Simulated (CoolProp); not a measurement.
Vapour-liquid equilibrium of propane (1) + R227EA (2) at 41.75 °C; x and y are mole fractions of (1).

Values from CoolProp's multi-fluid Helmholtz-energy mixture model, Lemmon 2009 and Lemmon 2016; pair parameters Bell 2016.

| x | bubble pressure, mixture model (MPa) | bubble pressure, Raoult's law (MPa) | y, mixture model | y, Raoult's law |
|---|---|---|---|---|
| 0.05 | 0.8518 | 0.7713 | 0.149 | 0.092 |
| 0.125 | … | 0.8229 | 0.302 | 0.217 |
| 0.2 | 1.130 | 0.8746 | 0.405 | 0.326 |
| 0.275 | 1.233 | 0.9263 | 0.480 | 0.423 |
| 0.35 | … | 0.9779 | 0.538 | 0.510 |
| 0.425 | 1.381 | 1.030 | … | 0.588 |
| 0.5 | 1.432 | 1.081 | 0.627 | 0.659 |
| 0.575 | 1.471 | 1.133 | … | 0.724 |
| 0.65 | 1.499 | 1.185 | 0.706 | 0.782 |
| 0.725 | 1.517 | 1.236 | 0.748 | 0.836 |
| 0.8 | … | 1.288 | 0.796 | 0.886 |
| 0.875 | 1.509 | 1.339 | … | 0.931 |
| 0.95 | 1.471 | 1.391 | 0.932 | 0.974 |

Problem. Fill in the missing entries.

Solution. 
- 0.125, bubble pressure, mixture model (MPa): 1.004
- 0.35, bubble pressure, mixture model (MPa): 1.316
- 0.425, y, mixture model: 0.586
- 0.575, y, mixture model: 0.666
- 0.8, bubble pressure, mixture model (MPa): 1.521
- 0.875, y, mixture model: 0.854

The largest gap from Raoult's law is +34.6 % in bubble pressure, at x = 0.35. y crosses x between x = 0.725 and 0.8: the model has an azeotrope there.

The pair parameters rest on a limited set of measurements; away from them the model extrapolates.
